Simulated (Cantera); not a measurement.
An isothermal, constant-pressure homogeneous reactor starts with CH4 : H2 = 1 : 73 (molar parts), at 2023 K and 0.0267 bar. Integrator tolerance rtol = 1e-08.

Computed with Cantera and GRI-Mech 3.0 (53 species, 325 reactions). GRI-Mech 3.0 stops at C3 and has no aromatics, soot or wall deposition, so with more carbon than oxygen in the feed, carbon stays in small species such as C2H2 where larger ones or solid carbon would form. Radical loss at walls, strong at low pressure, is not modelled.

**Question.** What does this change do: temperature 2023 to 1575 K?

**Answer.** 
| quantity | before | after |
|---|---|---|
| x(CH4) at 1.00 s | 7.44e-5 (gas-phase equilibrium 2.80e-5) | 0.0127 (gas-phase equilibrium 0.000817) |
| x(H2) at 1.00 s | 0.982 (gas-phase equilibrium 0.982) | 0.987 (gas-phase equilibrium 0.993) |
| x(H) at 1.00 s | 0.0115 (gas-phase equilibrium 0.0116) | 0.000236 (gas-phase equilibrium 0.000255) |
| x(C2H6) at 1.00 s | 7.17e-11 (gas-phase equilibrium 1.23e-11) | 3.34e-7 (gas-phase equilibrium 3.02e-9) |
| x(CH3) at 1.00 s | 1.71e-5 (gas-phase equilibrium 6.51e-6) | 6.15e-5 (gas-phase equilibrium 4.26e-6) |

**Question.** What does this change do: 0.7 parts H2O added?

**Answer.** 
| quantity | before | after |
|---|---|---|
| x(CH4) at 1.00 s | 7.44e-5 (gas-phase equilibrium 2.80e-5) | 0.000334 (gas-phase equilibrium 1.51e-5) |
| x(H2) at 1.00 s | 0.982 (gas-phase equilibrium 0.982) | 0.975 (gas-phase equilibrium 0.977) |
| x(H) at 1.00 s | 0.0115 (gas-phase equilibrium 0.0116) | 0.0110 (gas-phase equilibrium 0.0116) |
| x(C2H6) at 1.00 s | 7.17e-11 (gas-phase equilibrium 1.23e-11) | 1.35e-9 (gas-phase equilibrium 3.57e-12) |
| x(CH3) at 1.00 s | 1.71e-5 (gas-phase equilibrium 6.51e-6) | 7.41e-5 (gas-phase equilibrium 3.51e-6) |
